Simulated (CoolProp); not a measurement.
Properties of R1132(E) along the isobar 5.61 bar (Tc = 348.8 K, pc = 51.74 bar, ω = 0.245).

Model: reference Helmholtz-energy equation of state, Akasaka 2024, in CoolProp.

```json
[
 {"T (K)": "304.9", "phase": "gas", "density (kg/m³)": "15.11", "speed of sound (m/s)": "204.5", "Joule-Thomson coefficient (K/MPa)": "15.51", "expansivity (1/kK)": "4.067"},
 {"T (K)": "311.3", "phase": "gas", "density (kg/m³)": "14.73", "speed of sound (m/s)": "207.1", "Joule-Thomson coefficient (K/MPa)": "14.55", "expansivity (1/kK)": "3.921"},
 {"T (K)": "317.6", "phase": "gas", "density (kg/m³)": "14.38", "speed of sound (m/s)": "209.7", "Joule-Thomson coefficient (K/MPa)": "13.70", "expansivity (1/kK)": "3.790"},
 {"T (K)": "324", "phase": "gas", "density (kg/m³)": "14.04", "speed of sound (m/s)": "212.2", "Joule-Thomson coefficient (K/MPa)": "12.91", "expansivity (1/kK)": "3.668"},
 {"T (K)": "330.3", "phase": "gas", "density (kg/m³)": "13.73", "speed of sound (m/s)": "214.6", "Joule-Thomson coefficient (K/MPa)": "12.20", "expansivity (1/kK)": "3.557"},
 {"T (K)": "336.6", "phase": "gas", "density (kg/m³)": "13.43", "speed of sound (m/s)": "216.9", "Joule-Thomson coefficient (K/MPa)": "11.54", "expansivity (1/kK)": "3.455"},
 {"T (K)": "343", "phase": "gas", "density (kg/m³)": "13.14", "speed of sound (m/s)": "219.3", "Joule-Thomson coefficient (K/MPa)": "10.93", "expansivity (1/kK)": "3.359"},
 {"T (K)": "349.3", "phase": "gas", "density (kg/m³)": "12.86", "speed of sound (m/s)": "221.6", "Joule-Thomson coefficient (K/MPa)": "10.37", "expansivity (1/kK)": "3.270"},
 {"T (K)": "355.6", "phase": "gas", "density (kg/m³)": "12.61", "speed of sound (m/s)": "223.8", "Joule-Thomson coefficient (K/MPa)": "9.858", "expansivity (1/kK)": "3.188"},
 {"T (K)": "362", "phase": "gas", "density (kg/m³)": "12.35", "speed of sound (m/s)": "226.0", "Joule-Thomson coefficient (K/MPa)": "9.374", "expansivity (1/kK)": "3.109"},
 {"T (K)": "368.3", "phase": "gas", "density (kg/m³)": "12.12", "speed of sound (m/s)": "228.2", "Joule-Thomson coefficient (K/MPa)": "8.931", "expansivity (1/kK)": "3.036"},
 {"T (K)": "374.7", "phase": "gas", "density (kg/m³)": "11.89", "speed of sound (m/s)": "230.3", "Joule-Thomson coefficient (K/MPa)": "8.512", "expansivity (1/kK)": "2.965"},
 {"T (K)": "381", "phase": "gas", "density (kg/m³)": "11.67", "speed of sound (m/s)": "232.4", "Joule-Thomson coefficient (K/MPa)": "8.128", "expansivity (1/kK)": "2.900"},
 {"T (K)": "387.3", "phase": "gas", "density (kg/m³)": "11.46", "speed of sound (m/s)": "234.4", "Joule-Thomson coefficient (K/MPa)": "7.769", "expansivity (1/kK)": "2.838"},
 {"T (K)": "393.7", "phase": "gas", "density (kg/m³)": "11.26", "speed of sound (m/s)": "236.5", "Joule-Thomson coefficient (K/MPa)": "7.427", "expansivity (1/kK)": "2.779"},
 {"T (K)": "400", "phase": "gas", "density (kg/m³)": "11.06", "speed of sound (m/s)": "238.5", "Joule-Thomson coefficient (K/MPa)": "7.112", "expansivity (1/kK)": "2.723"}
]
```
